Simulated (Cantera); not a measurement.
A Cantera script and what it prints.

```python
import numpy as np
import cantera as ct

gas_names = """
    F2 BF3 N2
""".split()
cond_names = """
    BN(s)
""".split()


def load(file, names, dense=False):
    # The tables refer to 1 bar. Condensed volumes are neglected.
    table = {s.name: s for s in ct.Species.list_from_file(file)}
    out = []
    for n in names:
        d = dict(table[n].input_data)
        d["thermo"] = dict(d["thermo"], **{"reference-pressure": 1e5})
        if dense:
            d["equation-of-state"] = {"model": "constant-volume", "density": "1e6 g/cm^3"}
        out.append(ct.Species.from_dict(d))
    return out


species = {s.name: s for s in load("nasa_gas.yaml", gas_names) + load("nasa_condensed.yaml", cond_names)}
# Each term lists the table entries of one substance; the one whose range holds T is used.
reactions = {
    '2 BN + 3 F2(g) = 2 BF3(g) + N2(g)':
        [(-2, ['BN(s)']), (-3, ['F2']), (2, ['BF3']), (1, ['N2'])],
}


def pick(names, T):
    return next(species[n] for n in names if species[n].thermo.min_temp <= T <= species[n].thermo.max_temp)


results = []
for label, terms in reactions.items():
    print(label)
    print("     T/K   dH/kJ  dS/(J/K)   dG/kJ   log10 K")
    for T in [300, 1950, 2000, 2050, 2100, 2150, 2200, 2250, 2300, 2350, 2400]:
        used = [(nu, pick(names, T)) for nu, names in terms]
        dH = sum(nu * s.thermo.h(T) for nu, s in used) / 1e6
        dS = sum(nu * s.thermo.s(T) for nu, s in used) / 1e3
        dG = dH - T * dS / 1e3
        logK = -dG * 1e6 / (ct.gas_constant * T * np.log(10))
        results.append((label, T, dH, dS, dG, logK, [s.name for _, s in used]))
        print(f"{T:8g} {dH:8.1f} {dS:8.1f} {dG:8.1f} {logK:8.2f}")
```

Result:

```
2 BN + 3 F2(g) = 2 BF3(g) + N2(g)
     T/K   dH/kJ  dS/(J/K)   dG/kJ   log10 K
     300  -1769.5     62.4  -1788.2   311.34
    1950  -1794.1     38.5  -1869.1    50.07
    2000  -1795.0     38.0  -1871.0    48.87
    2050  -1795.9     37.6  -1872.9    47.72
    2100  -1796.7     37.2  -1874.8    46.63
    2150  -1797.6     36.8  -1876.6    45.59
    2200  -1798.4     36.4  -1878.5    44.60
    2250  -1799.3     36.0  -1880.3    43.65
    2300  -1800.1     35.7  -1882.1    42.74
    2350  -1800.9     35.3  -1883.8    41.87
    2400  -1801.6     35.0  -1885.6    41.04
```

Standard-state values (1 bar) from the NASA 1993 polynomials, evaluated with Cantera. Condensed species are held in their standard states even where they would react or evaporate.
